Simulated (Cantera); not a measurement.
# Ignition delay

Mixture: 4.20 % C3H8, 23.1 % O2, 64.7 % N2, 7.99 % H2O, at 3750 Torr, adiabatic and at constant pressure. Ignition delay is the time to a rise of 400 K.

Model: GRI-Mech 3.0 (53 species, 325 reactions), integrated in Cantera. GRI-Mech 3.0 was tuned for natural gas; its chemistry of propane as a main component is partial and can be far from experiment.

```
T0 (K)  delay (ms)
------  ----------
1000           114
1075          25.7
1150          5.96
1225          1.46
1300         0.401
1375         0.128
1450        0.0482
1525        0.0213
```

```
Property                                                Result
--------------------------------------------------  ----------
apparent activation energy between 1375 and 1525 K  210 kJ/mol
```
